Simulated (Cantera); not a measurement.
What does this Cantera script print?

```python
import numpy as np
import cantera as ct

gas = ct.Solution("gri30.yaml")


def delay(T, t_max=10):
    gas.TPX = T, 100000, {'CH4': 1, 'O2': 1.33, 'N2': 5.87}
    reactor = ct.IdealGasConstPressureReactor(gas, clone=False)
    net = ct.ReactorNet([reactor])
    net.rtol, net.atol = 1e-8, 1e-16
    while net.time < t_max:
        t_old, T_old = net.time, reactor.T
        net.step()
        if reactor.T > T + 400:  # ignition: a rise of 400 K
            return t_old + (T + 400 - T_old) / (reactor.T - T_old) * (net.time - t_old)
    return np.nan


taus = []
for T in [1275, 1350, 1425, 1500, 1575, 1650, 1725, 1800, 1875]:
    taus.append(delay(T))
    print(f"T0 = {T:6g} K   tau = {taus[-1]:.4e} s")
```

Result:

```
T0 =   1275 K   tau = 2.3643e-02 s
T0 =   1350 K   tau = 8.9969e-03 s
T0 =   1425 K   tau = 3.6537e-03 s
T0 =   1500 K   tau = 1.5935e-03 s
T0 =   1575 K   tau = 7.5355e-04 s
T0 =   1650 K   tau = 3.8803e-04 s
T0 =   1725 K   tau = 2.1652e-04 s
T0 =   1800 K   tau = 1.2953e-04 s
T0 =   1875 K   tau = 8.2117e-05 s
```

Computed with Cantera and GRI-Mech 3.0 (53 species, 325 reactions).
